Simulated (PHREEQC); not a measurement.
Consider water at 69 °C with 0.24 mol/kgw HF, 0.00017 mol/kgw NaF and 8.3e-06 mol/kgw H4SiO4. Closed to the air; pH follows from the charge balance.

Computed with PHREEQC (ion-association model, phreeqc.dat).

The ionic strength comes out as 0.0126 mol/kgw. What activity coefficients do H+, Na+, SiF6-2, F-, HF2- get?

H+ 0.90, Na+ 0.89, SiF6-2 0.62, F- 0.88, HF2- 0.88.

This is a speciation only: nothing precipitates in the calculation. Species that the database lacks are ignored. Away from 25 °C the constants follow the database's enthalpies or fits; those with neither stay at their 25 °C values. SiF6-2 is the database's only silicon fluoride.
